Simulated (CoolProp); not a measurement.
A Linde-Hampson liquefier for normal hydrogen: isothermal reversible compression at 200 K from 1 atm to 5 MPa, throttling to 1 atm, return gas leaving the recuperator 2 K below the feed. Each further row changes one setting.

Values from CoolProp's reference Helmholtz-energy equation of state, Leachman 2009.

| case | compression work (kJ/kg of gas) |
|---|---|
| as stated | 3240 |
| high pressure 10 MPa | 3850 |
| warm-end temperature 230 K | 3730 |
| warm-end gap 7 K | 3240 |
